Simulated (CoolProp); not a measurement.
n-perfluorohexane along the isotherm 254.8 K: density (kg/m³) from the reference equation and from simpler models built on Tc = 448.0 K, pc = 1.742 MPa, ω = 0.497; each cubic takes its own stable root.

Values from CoolProp's reference Helmholtz-energy equation of state, Gao 2022.

| p (MPa) | phase | reference |
|---|---|---|
| 0.0138 | liquid | 1798 |
| 0.0202 | liquid | 1798 |
| 0.0297 | liquid | 1798 |
| 0.0435 | liquid | 1798 |
| 0.0639 | liquid | 1798 |
| 0.0938 | liquid | 1798 |
| 0.138 | liquid | 1798 |
| 0.202 | liquid | 1799 |
| 0.297 | liquid | 1799 |
| 0.435 | liquid | 1799 |
| 0.639 | liquid | 1800 |
| 0.938 | liquid | 1801 |
| 1.38 | liquid | 1802 |
| 2.02 | liquid | 1804 |
| 2.97 | liquid | 1807 |
| 4.35 | liquid | 1811 |

Problem. How far does each simpler model (van der Waals, Redlich-Kwong) lie from the reference over these 16 states: mean and median of the absolute difference, and the worst?

Solution. 
- van der Waals: mean 64.9 %, median 44.6 %, worst -99.9 % at 254.8 K and 0.0138 MPa
- Redlich-Kwong: mean 23.2 %, median 18.2 %, worst -99.9 % at 254.8 K and 0.0138 MPa

At some of these states van der Waals, Redlich-Kwong gives the other phase, because its saturation line lies elsewhere.
